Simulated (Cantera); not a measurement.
A freely propagating, adiabatic, planar premixed flame of H₂ : O₂ : N₂ = 1 : 0.515 : 1.94 (molar parts), equivalence ratio 0.97, unburnt at 700 K and 0.132 atm; multicomponent+Soret transport, grid criteria slope 0.08 and curve 0.16, no radiation.

Cantera simulation using the H2/O2 subset of GRI-Mech 3.0, which has no nitrogen chemistry; the numbers are that mechanism's predictions, not measurements. Burning velocities carry a grid error of a few per cent, more on coarse grids.

Q: Predict: laminar burning velocity; thermal thickness; peak x(H₂O₂); peak x(O); peak x(OH); peak x(HO₂).

A: 
```
Item                         Value
------------------------  --------
laminar burning velocity  783 cm/s
thermal thickness          7.20 mm
peak x(H₂O₂)               9.05e-7
peak x(O)                   0.0180
peak x(OH)                  0.0210
peak x(HO₂)                3.47e-5
```
